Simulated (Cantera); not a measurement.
Input: 1 mol HMDSO, 0.14 mol NO, 10 mol H₂, equilibrated at 35.0 mbar.

Method: chemical equilibrium by Gibbs-energy minimisation in Cantera with the NASA 1993 tables (ideal gas, pure condensed phases). Candidate condensed phases: C, C₆H₆, C₇H₈, C₈H₁₈, H₂O, Si, SiC, SiO₂, Si₂N₂O, Si₃N₄; 151 gas species. The feed counts by its element totals alone. Mutual solubility and eutectic melting of coexisting phases are not modelled. The tables hold silica as quartz up to 1696 K and as liquid above; real silica turns to tridymite and cristobalite and melts near 1996 K. Kinetics and transport are ignored.

Problem. Which condensed phases are stable at each of these points (T (K)): 623, 698, 773, 848, 923, 998, 1073, 1148, 1223, 1298, 1373, 1448, 1523?

Solution. 
| T (K) | condensed phases | Si condensed (%) |
|---|---|---|
| 623 | SiC(s) + SiO₂(α-quartz) + Si₂N₂O(s) | 100.0 |
| 698 | C(graphite) + SiC(s) + SiO₂(α-quartz) + Si₂N₂O(s) | 100.0 |
| 773 | C(graphite) + SiC(s) + SiO₂(α-quartz) + Si₂N₂O(s) | 100.0 |
| 848 | C(graphite) + SiC(s) + SiO₂(β-quartz) + Si₂N₂O(s) | 100.0 |
| 923 | C(graphite) + SiC(s) + SiO₂(β-quartz) + Si₂N₂O(s) | 100.0 |
| 998 | C(graphite) + SiC(s) + SiO₂(β-quartz) + Si₂N₂O(s) | 100.0 |
| 1073 | C(graphite) + SiC(s) + SiO₂(β-quartz) + Si₂N₂O(s) | 100.0 |
| 1148 | C(graphite) + SiC(s) + SiO₂(β-quartz) + Si₂N₂O(s) | 100.0 |
| 1223 | C(graphite) + SiC(s) + SiO₂(β-quartz) + Si₂N₂O(s) | 100.0 |
| 1298 | C(graphite) + SiC(s) + SiO₂(β-quartz) + Si₂N₂O(s) | 100.0 |
| 1373 | C(graphite) + SiC(s) + Si₂N₂O(s) | 99.9 |
| 1448 | C(graphite) + SiC(s) | 99.9 |
| 1523 | C(graphite) + SiC(s) | 99.9 |

At 623 K the condensed part is SiC(s) + SiO₂(α-quartz) + Si₂N₂O(s). From 698 K to 773 K the condensed part is C(graphite) + SiC(s) + SiO₂(α-quartz) + Si₂N₂O(s). From 848 K to 1298 K the condensed part is C(graphite) + SiC(s) + SiO₂(β-quartz) + Si₂N₂O(s). At 1373 K the condensed part is C(graphite) + SiC(s) + Si₂N₂O(s). From 1448 K to 1523 K the condensed part is C(graphite) + SiC(s).
